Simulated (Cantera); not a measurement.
A freely propagating, adiabatic, planar premixed flame of CH₄ : O₂ : N₂ : H₂ = 1 : 1.67 : 4.33 : 0.008 (molar parts), unburnt at 375 K and 500000 Pa; mixture-averaged transport, grid criteria slope 0.08 and curve 0.16, no radiation.

Computed with Cantera and GRI-Mech 3.0 (53 species, 325 reactions). Burning velocities carry a grid error of a few per cent, more on coarse grids.

### Question
Predict: laminar burning velocity; thermal thickness; peak x(H₂O₂); peak x(CH₃); peak x(CO).

### Answer
| Item | Result |
|---|---|
| laminar burning velocity | 57.3 cm/s |
| thermal thickness | 0.0809 mm |
| peak x(H₂O₂) | 6.01e-5 |
| peak x(CH₃) | 0.00443 |
| peak x(CO) | 0.0791 |
